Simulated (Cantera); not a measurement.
An isothermal, constant-pressure homogeneous reactor starts with 0.436 % CH₃OH, 0.397 % O₂, 99.2 % N₂, equivalence ratio 1.6, at 1225 K and 6380 Torr.

Detailed kinetics in Cantera: GRI-Mech 3.0 (53 species, 325 reactions). GRI-Mech 3.0 was tuned for natural gas; its chemistry of methanol as a main component is partial and can be far from experiment.

One state of this run: x CH₃OH = 1.34e-12; x O₂ = 4.61e-10; x NO₂ = <1e-12; x HO₂ = <1e-12; x CH₂ = <1e-12. x: mole fraction; the columns are a selection and need not sum to one.

Q: Which value of t (s) does it belong to?
(A) 0.0334
(B) 1.55
(C) 0.00928
(D) 5.57

A: D, 5.57
